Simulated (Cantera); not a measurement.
Nitride etching: Si3N4 + O2 + H2

Input: 1 mol Si3N4, 6.3 mol O2, 4.3 mol H2, equilibrated at 925 K and 0.920 bar.

Equilibrium computed with Cantera from the NASA thermochemical tables; the gas is ideal and each condensed phase is pure. Candidate condensed phases: H2O, Si, SiO2, Si2N2O, Si3N4; 35 gas species. Equilibrium is a limit: real reactors are often held back by kinetics, nucleation or transport.

```json
{
  "x(H2O)": "0.577",
  "x(N2)": "0.268",
  "x(O2)": "0.154",
  "x(NO)": "6.42e-6",
  "n(SiO2(β-quartz))": "3.00 mol",
  "gas_amount": "7.450 mol",
  "log10 activity of Si(s) (absent)": "-41.13"
}
```
